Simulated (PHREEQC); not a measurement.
Make-up at 20 °C: 0.012 mol/kgw NiSO4, 0.0048 mol/kgw NaOH and 0.009 mol/kgw H2SO4. Closed to the air; pH follows from the charge balance.

Computed with PHREEQC (ion-association model, wateq4f.dat).

Each row changes one thing in this solution. Precipitation was switched off in this run.

```
case                                              pH  ionic strength (mol/kgw)  SO4-2 (mol/kgw)  HSO4- (mol/kgw)
----------------------------------------------  ----  ------------------------  ---------------  ---------------
as made                                         2.13                    0.0500           0.0124          0.00453
NaOH replaced by Na2HAsO4 at the same molality  2.22                    0.0536           0.0130          0.00381
NiSO4 replaced by Cs2SO4 at the same molality   2.17                    0.0523           0.0156          0.00521
NaOH left out                                   1.98                    0.0482           0.0114          0.00587
0.01 mol/kgw TMAH added                         2.78                    0.0548           0.0153          0.00123
temperature from 20 to 30 °C                    2.16                    0.0486           0.0118          0.00504
NaOH from 0.0048 to 0.00096 mol/kgw             2.01                    0.0486           0.0116          0.00562
NiSO4 replaced by Li2SO4 at the same molality   2.16                    0.0510           0.0150          0.00511
```

The database has no arsenate complexes of Ni.
